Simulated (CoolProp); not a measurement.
Vapour-liquid equilibrium of hydrogen sulfide (1) + n-pentane (2) at 280.9 K; x and y are mole fractions of (1).

Model: multi-fluid Helmholtz-energy mixture model, Lemmon 2006 and Thol 2019; pair parameters Kunz 2012, in CoolProp.

```json
[
 {"x": "0.05", "bubble pressure (bar)": "1.125", "y at the bubble point": "0.701", "dew pressure at overall composition x (bar)": "0.3622", "liquid density (mol/L)": "9.114"},
 {"x": "0.15", "bubble pressure (bar)": "2.961", "y at the bubble point": "0.893", "dew pressure at overall composition x (bar)": "0.4046", "liquid density (mol/L)": "9.708"},
 {"x": "0.25", "bubble pressure (bar)": "4.810", "y at the bubble point": "0.938", "dew pressure at overall composition x (bar)": "0.4580", "liquid density (mol/L)": "10.39"},
 {"x": "0.35", "bubble pressure (bar)": "6.381", "y at the bubble point": "0.956", "dew pressure at overall composition x (bar)": "0.5275", "liquid density (mol/L)": "11.18"},
 {"x": "0.45", "bubble pressure (bar)": "7.590", "y at the bubble point": "0.965", "dew pressure at overall composition x (bar)": "0.6217", "liquid density (mol/L)": "12.12"},
 {"x": "0.55", "bubble pressure (bar)": "8.514", "y at the bubble point": "0.971", "dew pressure at overall composition x (bar)": "0.7565", "liquid density (mol/L)": "13.24"},
 {"x": "0.65", "bubble pressure (bar)": "9.301", "y at the bubble point": "0.976", "dew pressure at overall composition x (bar)": "0.9658", "liquid density (mol/L)": "14.63"},
 {"x": "0.75", "bubble pressure (bar)": "10.10", "y at the bubble point": "0.981", "dew pressure at overall composition x (bar)": "1.336", "liquid density (mol/L)": "16.39"},
 {"x": "0.85", "bubble pressure (bar)": "11.05", "y at the bubble point": "0.987", "dew pressure at overall composition x (bar)": "2.170", "liquid density (mol/L)": "18.71"},
 {"x": "0.95", "bubble pressure (bar)": "12.21", "y at the bubble point": "0.995", "dew pressure at overall composition x (bar)": "5.792", "liquid density (mol/L)": "21.88"}
]
```

No azeotrope shows between x = 0.05 and 0.95.

Pair parameters are fitted to limited data, so mixtures are less certain than the pure fluids.
